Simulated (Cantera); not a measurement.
A freely propagating, adiabatic, planar premixed flame of 26.1 % H₂, 13.3 % O₂, 50.1 % N₂, 10.4 % H₂O, unburnt at 675 K and 0.110 bar; mixture-averaged transport, grid criteria slope 0.08 and curve 0.16, no radiation.

Computed with Cantera and the H2/O2 subset of GRI-Mech 3.0, which has no nitrogen chemistry. Burning velocities carry a grid error of a few per cent, more on coarse grids.

Question: Predict: laminar burning velocity; thermal thickness; peak x(H); peak x(O); peak x(OH).

Answer: 
```
Property                     Value
------------------------  --------
laminar burning velocity  693 cm/s
thermal thickness          8.94 mm
peak x(H)                   0.0751
peak x(O)                   0.0125
peak x(OH)                  0.0168
```
